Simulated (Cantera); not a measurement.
An isothermal, constant-pressure homogeneous reactor starts with NO : N2 = 1 : 0.11 (molar parts), at 1950 K and 6300 Pa. Integrator tolerance rtol = 1e-08.

Model: GRI-Mech 3.0 (53 species, 325 reactions), integrated in Cantera.

Question: What does this change do: pressure from 6300 Pa to 100000 Pa?

Answer: 
```json
[
 {"quantity": "x(NO) at 4.00 s", "before": "0.489 (gas-phase equilibrium 0.00809)", "after": "0.0460 (gas-phase equilibrium 0.00810)"},
 {"quantity": "x(O2) at 4.00 s", "before": "0.205 (gas-phase equilibrium 0.446)", "after": "0.427 (gas-phase equilibrium 0.446)"},
 {"quantity": "x(N2) at 4.00 s", "before": "0.305 (gas-phase equilibrium 0.545)", "after": "0.526 (gas-phase equilibrium 0.545)"},
 {"quantity": "x(N2O) at 4.00 s", "before": "7.40e-5 (gas-phase equilibrium 9.54e-8)", "after": "1.19e-6 (gas-phase equilibrium 3.80e-7)"},
 {"quantity": "x(NO2) at 4.00 s", "before": "0.000225 (gas-phase equilibrium 5.55e-6)", "after": "0.000123 (gas-phase equilibrium 2.22e-5)"},
 {"quantity": "x(O) at 4.00 s", "before": "0.000853 (gas-phase equilibrium 0.00121)", "after": "0.000297 (gas-phase equilibrium 0.000303)"}
]
```

Question: What does this change do: pressure from 6300 Pa to 1200 Pa?

Answer: 
| quantity | before | after |
|---|---|---|
| x(NO) at 4.00 s | 0.489 (gas-phase equilibrium 0.00809) | 0.760 (gas-phase equilibrium 0.00808) |
| x(O2) at 4.00 s | 0.205 (gas-phase equilibrium 0.446) | 0.0693 (gas-phase equilibrium 0.444) |
| x(N2) at 4.00 s | 0.305 (gas-phase equilibrium 0.545) | 0.169 (gas-phase equilibrium 0.545) |
| x(N2O) at 4.00 s | 7.40e-5 (gas-phase equilibrium 9.54e-8) | 0.000152 (gas-phase equilibrium 4.15e-8) |
| x(NO2) at 4.00 s | 0.000225 (gas-phase equilibrium 5.55e-6) | 8.24e-5 (gas-phase equilibrium 2.42e-6) |
| x(O) at 4.00 s | 0.000853 (gas-phase equilibrium 0.00121) | 0.00131 (gas-phase equilibrium 0.00276) |
Radical loss at walls, strong at low pressure, is not modelled.
